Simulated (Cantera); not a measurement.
What does this Cantera script print?

```python
import numpy as np
import cantera as ct

gas_names = """
    B BN BO BO2 B2 B2O B2O2 B2O3 N NO NO2 NO3 N2 N2O O O2 O3
""".split()
cond_names = """
    B(b) B(L) BN(s) B2O3(L)
""".split()


def load(file, names, dense=False):
    # The tables refer to 1 bar. Condensed volumes are neglected.
    table = {s.name: s for s in ct.Species.list_from_file(file)}
    out = []
    for n in names:
        d = dict(table[n].input_data)
        d["thermo"] = dict(d["thermo"], **{"reference-pressure": 1e5})
        if dense:
            d["equation-of-state"] = {"model": "constant-volume", "density": "1e6 g/cm^3"}
        out.append(ct.Species.from_dict(d))
    return out


gas = ct.Solution(thermo="ideal-gas", species=load("nasa_gas.yaml", gas_names))
cond = {s.name: ct.Solution(thermo="fixed-stoichiometry", species=[s], name=s.name)
        for s in load("nasa_condensed.yaml", cond_names, dense=True)}
atoms = {
    'B': {'B': 1},
    'O2': {'O': 2},
    'N2': {'N': 2},
}
top_T = {'BN(s)': 3200}  # K; cautious upper limits of use, not melting points


def equilibrate(T, P, feed):
    n = {}
    for name, mol in feed.items():
        for a, k in atoms[name].items():
            n[a] = n.get(a, 0.0) + k * mol
    gas.TPX = T, P, n
    mass = sum(n.values()) * gas.mean_molecular_weight
    gas.equilibrate("TP")
    valid = [c for c in cond.values() if c.min_temp <= T <= top_T.get(c.name, c.max_temp)]
    mix = ct.Mixture([(gas, mass / gas.mean_molecular_weight)] + [(c, 0.0) for c in valid])
    mix.T, mix.P = T, P
    mix.equilibrate("TP", solver="vcs", rtol=1e-11, max_steps=5000)
    return mix


results = []
feed = {'B': 1, 'O2': 9, 'N2': 0.16}  # mol
T = 1073.15  # K
P = 4400  # Pa
mix = equilibrate(T, P, feed)
results.append((T, P, feed, dict(zip(mix.species_names, mix.species_moles))))
x = sorted(zip(gas.X, gas.species_names), reverse=True)
print(f"T = {T:g} K  P = {P:g} Pa  gas = {mix.phase_moles(0):.4g} mol")
print("   x: " + "  ".join(f"{s} {v:.3e}" for v, s in x if v > 1e-06))
print("   condensed (mol): " + ("  ".join(f"{mix.phase(i).name} {mix.phase_moles(i):.4g}"
      for i in range(1, mix.n_phases) if mix.phase_moles(i) > 1e-12) or "none"))
```

Output:

```
T = 1073.15 K  P = 4400 Pa  gas = 8.41 mol
   x: O2 9.810e-01  N2 1.901e-02  NO 2.222e-05
   condensed (mol): B2O3(L) 0.5
```

Method: chemical equilibrium by Gibbs-energy minimisation in Cantera with the NASA 1993 tables (ideal gas, pure condensed phases).
